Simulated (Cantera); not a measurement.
# Stirred combustor or abatement burner

A perfectly stirred reactor is fed with 7.51 % CH₄, 0.826 % C₂H₆, 19.2 % O₂, 72.4 % N₂, at 1.01 bar; it is adiabatic with a 498 K inlet, and is followed from long to short residence time, starting on the burning branch (τ in s: 0.24, 0.083, 0.029, 0.01, 0.0036, 0.0013, 0.00044, 0.00016, 5.4e-05, 1.9e-05, 6.7e-06).

Computed with Cantera and GRI-Mech 3.0 (53 species, 325 reactions).

```
τ (s)    T (K)     x CH₄   x C₂H₆    x O₂    x HO₂   x H₂O₂
-------  -----  --------  -------  ------  -------  -------
0.24      2278   9.29e-7  1.15e-8  0.0154  1.42e-6  8.87e-8
0.083     2272   2.48e-6  3.27e-8  0.0161  1.51e-6  9.14e-8
0.029     2257   6.10e-6  9.15e-8  0.0173  1.68e-6  9.64e-8
0.010     2222   1.38e-5  2.54e-7  0.0191  2.09e-6  1.09e-7
0.0036    2168   2.91e-5  6.49e-7  0.0216  2.97e-6  1.37e-7
0.0013    2097   6.28e-5  1.60e-6  0.0247  4.64e-6  1.84e-7
0.00044   2008  0.000155  4.23e-6  0.0286  7.67e-6  2.64e-7
0.00016   1916  0.000415  1.15e-5  0.0337  1.29e-5  3.76e-7
5.4e-5    1767   0.00226  6.28e-5  0.0494  4.18e-5  6.02e-7
1.9e-5     498    0.0751  0.00826   0.192   <1e-12   <1e-12
6.7e-6     498    0.0751  0.00826   0.192   <1e-12   <1e-12
```
x: mole fraction; the columns are a selection and need not sum to one.
